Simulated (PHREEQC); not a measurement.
A solution holds 0.12 mol/kgw Pb(NO3)2, 0.28 mol/kgw HNO3 and 0.00073 mol/kgw Na2SO4, at 20 °C. Closed to the air; pH follows from the charge balance.

All values are PHREEQC results (ion-association model, phreeqc.dat), not measurements.

Each row changes one thing in this solution. No solid was allowed to form.

```tsv
case	pH	ionic strength (mol/kgw)	NO3- (mol/kgw)	HSO4- (mol/kgw)	SO4-2 (mol/kgw)	NaSO4- (mol/kgw)
as made	0.67	0.493	0.446	0.000503	9.45e-5	1.45e-7
Pb(NO3)2 from 0.12 to 0.18 mol/kgw	0.67	0.586	0.522	0.000464	9.50e-5	1.38e-7
Pb(NO3)2 replaced by KNO3 at the same molality	0.67	0.401	0.400	0.000609	0.000104	1.71e-7
HNO3 left out	4.30	0.257	0.189	3.00e-7	0.000187	3.60e-7
temperature from 20 to 35 °C	0.67	0.495	0.447	0.000550	7.67e-5	1.25e-7
```

Some of these states are supersaturated (in Anglesite, for instance).
